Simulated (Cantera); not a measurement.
Input: 1 mol B, 2.9 mol NH₃, at 0.350 bar.

Equilibrium computed with Cantera from the NASA thermochemical tables; the gas is ideal and each condensed phase is pure. Candidate condensed phases: B, BN; 15 gas species. Equilibrium is a limit: real reactors are often held back by kinetics, nucleation or transport. All values below are at 1450 K.

Base state: H₂ 0.821, N₂ 0.179, H 1.45e-5 (mole fractions); condensed: BN(s).

**Question.** What changes in the equilibrium state with this change: NH₃ from 2.9 to 0.73 mol?

**Answer.** 
| species | before | after |
|---|---|---|
| H₂ | 0.821 | 1.000 |
| H | 1.45e-5 | 1.60e-5 |
| N₂ | 0.179 | 3.91e-9 |
| BN(s), mol | 1.00 | 0.730 |
| B(s), mol | 0 | 0.270 |
Mutual solubility and eutectic melting of coexisting phases are not modelled.
